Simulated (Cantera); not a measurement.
# ZrO₂ + H₂ + N₂ (hydrogen reduction and annealing atmospheres)

Feed: 1 mol ZrO₂, 1.3 mol H₂, 6.8 mol N₂, held at 2.00 bar.

Cantera equilibrium calculation (NASA polynomials, part measured and part estimated; ideal gas, pure solids and liquids). Candidate condensed phases: H₂O, Zr, ZrN, ZrO₂; 28 gas species. Mutual solubility and eutectic melting of coexisting phases are not modelled. ZrN: taken at fixed stoichiometry. Condensed phases not in the tables: solid solutions among these carbides, nitrides and lower oxides. Rates play no part.

From 1548 K to 1748 K the condensed part is ZrO₂(tetragonal). From 1848 K to 2148 K the condensed part is ZrN(s) + ZrO₂(tetragonal).

```
T (K)   x N₂   x H₂       x H    x H₂O    x NH₃  n ZrO₂(tetragonal)  n ZrN(s)
-----  -----  -----  --------  -------  -------  ------------------  --------
1548   0.840  0.160   8.72e-6  6.73e-6  6.34e-6               1.000         0
1648   0.839  0.160   2.52e-5  1.13e-5  4.86e-6               1.000         0
1748   0.839  0.160   6.47e-5  1.79e-5  3.84e-6               1.000         0
1848   0.839  0.160  0.000150  2.70e-5  3.12e-6               1.000  0.000109
1948   0.839  0.160  0.000320  3.89e-5  2.58e-6               1.000  0.000158
2048   0.839  0.160  0.000634  5.42e-5  2.18e-6               1.000  0.000220
2148   0.839  0.160   0.00118  7.31e-5  1.87e-6               1.000  0.000297
```
x: gas mole fraction; n: condensed amount in mol.
